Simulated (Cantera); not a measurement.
Input: 1 mol SiHCl3, 0.4 mol C3H8, 890 mol H2, equilibrated at 1127 °C and 13.3 mbar.

These are equilibrium values from Cantera (NASA tables, ideal gas, pure condensed phases), not measurements of a reactor. Candidate condensed phases: C, C6H6, C7H8, C8H18, Si, SiC; 109 gas species. Kinetics and transport are ignored.

Base state: H2 0.997, HCl 0.00336, CH4 5.72e-5, H 4.21e-5 (mole fractions); condensed: C(graphite) + SiC(s).

Task: What changes in the equilibrium state with this change: SiHCl3 replaced by SiH2Cl2?

Result: 
```
species            before    after
----------------  -------  -------
H2                  0.997    0.998
HCl               0.00336  0.00224
CH4               5.72e-5  5.73e-5
H                 4.21e-5  4.21e-5
C(graphite), mol    0.144    0.144
SiC(s), mol         1.000    1.000
```

Task: What changes in the equilibrium state with this change: SiHCl3 replaced by CH3SiH3?

Result: 
| species | before | after |
|---|---|---|
| H2 | 0.997 | 1.000 |
| CH4 | 5.72e-5 | 5.76e-5 |
| H | 4.21e-5 | 4.21e-5 |
| HCl | 0.00336 | 0 |
| C(graphite), mol | 0.144 | 1.14 |
| SiC(s), mol | 1.000 | 1.000 |
The feed counts by its element totals alone.
